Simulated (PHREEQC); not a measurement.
Make-up at 25 °C: 46 mmol/kgw NaHS and 13 mmol/kgw NaCl. Closed to the air; pH follows from the charge balance.

Equilibrium calculation in PHREEQC: ion-association model, phreeqc.dat.

```
quantity                  before   after
------------------------  ------  ------
pH                          9.57    4.54
ionic strength (mol/kgw)  0.0590  0.0592
```

Q: What was changed between the two runs?
A. NaCl from 0.013 to 0.13 mol/kgw
B. NaHS replaced by NaH2PO4 at the same molality
C. temperature from 25 to 90 °C
D. temperature from 25 to 30 °C
E. diluted 5-fold with water

A: B, NaHS replaced by NaH2PO4 at the same molality

This is a speciation only: nothing precipitates in the calculation.
